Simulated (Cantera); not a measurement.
An adiabatic, constant-volume homogeneous reactor starts with C3H8 : O2 : N2 = 1 : 5.05 : 19 (molar parts), equivalence ratio 0.99, at 1798 K and 150 Torr. Integrator tolerance rtol = 1e-08.

Model: GRI-Mech 3.0 (53 species, 325 reactions), integrated in Cantera. GRI-Mech 3.0 was tuned for natural gas; its chemistry of propane as a main component is partial and can be far from experiment.

### Question
What does this change do: initial temperature 1798 to 1500 K?

### Answer
```tsv
quantity	before	after
time of steepest temperature rise	46.0 µs	0.219 ms
temperature at 4.00 s	2839 K	2781 K
equilibrium temperature	2839 K	2781 K
x(C3H8) at 4.00 s	<1e-12 (gas-phase equilibrium <1e-12)	<1e-12 (gas-phase equilibrium <1e-12)
x(O2) at 4.00 s	0.0298 (gas-phase equilibrium 0.0298)	0.0277 (gas-phase equilibrium 0.0277)
x(HO2) at 4.00 s	5.35e-6 (gas-phase equilibrium 5.35e-6)	4.92e-6 (gas-phase equilibrium 4.92e-6)
x(H2) at 4.00 s	0.0228 (gas-phase equilibrium 0.0228)	0.0197 (gas-phase equilibrium 0.0197)
x(H2O) at 4.00 s	0.0925 (gas-phase equilibrium 0.0925)	0.103 (gas-phase equilibrium 0.103)
x(CH2CO) at 4.00 s	<1e-12 (gas-phase equilibrium <1e-12)	<1e-12 (gas-phase equilibrium <1e-12)
```

### Question
What does this change do: initial temperature 1798 to 1525 K?

### Answer
```
quantity                                                            before                                    after
---------------------------------  ---------------------------------------  ---------------------------------------
time of steepest temperature rise                                  46.0 µs                                 0.182 ms
temperature at 4.00 s                                               2839 K                                   2786 K
equilibrium temperature                                             2839 K                                   2786 K
x(C3H8) at 4.00 s                    <1e-12 (gas-phase equilibrium <1e-12)    <1e-12 (gas-phase equilibrium <1e-12)
x(O2) at 4.00 s                      0.0298 (gas-phase equilibrium 0.0298)    0.0279 (gas-phase equilibrium 0.0279)
x(HO2) at 4.00 s                   5.35e-6 (gas-phase equilibrium 5.35e-6)  4.96e-6 (gas-phase equilibrium 4.96e-6)
x(H2) at 4.00 s                      0.0228 (gas-phase equilibrium 0.0228)    0.0199 (gas-phase equilibrium 0.0199)
x(H2O) at 4.00 s                     0.0925 (gas-phase equilibrium 0.0925)      0.102 (gas-phase equilibrium 0.102)
x(CH2CO) at 4.00 s                   <1e-12 (gas-phase equilibrium <1e-12)    <1e-12 (gas-phase equilibrium <1e-12)
```
